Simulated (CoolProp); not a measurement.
The fluid at 293.15 K and 0.0059 MPa is throttled through a valve to 0.000872 MPa with no heat exchange. The same conditions are run with several fluids, on thermodynamics alone (safety and materials aside).

The numbers come from the reference Helmholtz-energy equation of state of each fluid (the fluoroketone C6F12O (FK-5-1-12): McLinden 2015; R1132(E): Akasaka 2024; R227EA: Lemmon 2016; C3F8 (R218): Lemmon 2006; benzene: Thol 2012) in CoolProp.

| fluid | temperature change (K) | final density (kg/m³) |
|---|---|---|
| the fluoroketone C6F12O (FK-5-1-12) | -0.1 | 0.113 |
| R1132(E) | -0.1 | … |
| R227EA | -0.1 | … |
| C3F8 (R218) | -0.1 | … |
| benzene | -0.3 | 0.0280 |

**Question.** Fill in the missing entries.

**Answer.** 
- R1132(E), final density (kg/m³): 0.0229
- R227EA, final density (kg/m³): 0.0609
- C3F8 (R218), final density (kg/m³): 0.0673
